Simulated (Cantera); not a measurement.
A closed system holds: 1 mol MgCO₃, 0.01 mol H₂O, held at 1.00 bar.

These are equilibrium values from Cantera (NASA tables, ideal gas, pure condensed phases), not measurements of a reactor. Candidate condensed phases: C, C₆H₆, C₇H₈, C₈H₁₈, H₂O, Mg, MgCO₃, MgO, Mg(OH)₂; 116 gas species. Kinetics and transport are ignored.

**Question.** Which condensed phases are stable at each of these points (T (K)): 500, 650, 800, 950, 1100, 1250, 1400, 1550?

**Answer.** 
| T (K) | condensed phases | Mg condensed (%) |
|---|---|---|
| 500 | MgCO₃(s) + Mg(OH)₂(s) | 100.0 |
| 650 | MgCO₃(s) + MgO(s) | 100.0 |
| 800 | MgO(s) | 100.0 |
| 950 | MgO(s) | 100.0 |
| 1100 | MgO(s) | 100.0 |
| 1250 | MgO(s) | 100.0 |
| 1400 | MgO(s) | 100.0 |
| 1550 | MgO(s) | 100.0 |

At 500 K the condensed part is MgCO₃(s) + Mg(OH)₂(s). At 650 K the condensed part is MgCO₃(s) + MgO(s). From 800 K to 1550 K the condensed part is MgO(s).
